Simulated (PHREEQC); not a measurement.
# Alkaline etch or developer

Make-up at 25 °C: 0.035 mol NaOH and 0.25 mol (CH3)4NCl per kg of water. Closed to the air; pH follows from the charge balance.

Equilibrium calculation in PHREEQC: ion-association model, wateq4f.dat.

Precipitation was switched off in this run.

Task: Predict the pH.

Result: pH 12.38.

Complexes and solids missing from the database can't appear. (CH3)4N+ isn't in the database: it is added as a free cation with an ion size of 4 Å.
